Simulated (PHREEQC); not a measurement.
Solution (18 °C): 0.028 mol/kgw CuSO4. Closed to the air; pH follows from the charge balance.

Equilibrium calculation in PHREEQC: ion-association model, wateq4f.dat.

Each row changes one thing in this solution. No solid was allowed to form.

```json
[
 {"case": "as made", "pH": "4.80", "ionic strength (mol/kgw)": "0.0689", "SO4-2 (mol/kgw)": "0.0172", "HSO4- (mol/kgw)": "1.22e-5"},
 {"case": "CuSO4 from 0.028 to 0.28 mol/kgw", "pH": "4.48", "ionic strength (mol/kgw)": "0.521", "SO4-2 (mol/kgw)": "0.130", "HSO4- (mol/kgw)": "0.000111"},
 {"case": "CuSO4 from 0.028 to 0.042 mol/kgw", "pH": "4.73", "ionic strength (mol/kgw)": "0.0979", "SO4-2 (mol/kgw)": "0.0245", "HSO4- (mol/kgw)": "1.84e-5"},
 {"case": "CuSO4 from 0.028 to 0.014 mol/kgw", "pH": "4.91", "ionic strength (mol/kgw)": "0.0379", "SO4-2 (mol/kgw)": "0.00948", "HSO4- (mol/kgw)": "5.85e-6"},
 {"case": "CuSO4 replaced by Li2SO4 at the same molality", "pH": "7.25", "ionic strength (mol/kgw)": "0.0791", "SO4-2 (mol/kgw)": "0.0255", "HSO4- (mol/kgw)": "6.22e-8"},
 {"case": "CuSO4 from 0.028 to 0.0028 mol/kgw", "pH": "5.19", "ionic strength (mol/kgw)": "0.00926", "SO4-2 (mol/kgw)": "0.00231", "HSO4- (mol/kgw)": "9.46e-7"}
]
```

Complexes and solids missing from the database can't appear.
